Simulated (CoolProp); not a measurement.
Vapour pressure (kPa) of p-xylene: the reference equation beside estimates from Tc = 343.0 °C, pc = 3532 kPa, ω = 0.324.

Computed with CoolProp (reference Helmholtz-energy equation of state, Zhou 2012).

| T (°C) | reference | van der Waals | Redlich-Kwong |
|---|---|---|---|
| 66.35 | 9.028 | 184.2 | 27.84 |
| 82.65 | 17.29 | 245.0 | 47.79 |
| 98.95 | 30.97 | 318.4 | 77.37 |
| 115.25 | 52.36 | 405.5 | 119.2 |
| 131.55 | 84.25 | 507.4 | 176.1 |
| 147.85 | 129.9 | 625.0 | 250.9 |
| 164.15 | 192.9 | 759.2 | 346.5 |
| 180.35 | 276.7 | 909.9 | 465.0 |
| 196.65 | 386.8 | 1080 | 610.7 |
| 212.95 | 527.5 | 1269 | 785.8 |
| 229.25 | 704.0 | 1477 | 992.8 |

Absolute difference from the reference over all 11 rows, mean and median: van der Waals 608.7 and 381.1 %, Redlich-Kwong 105.5 and 93.1 %.
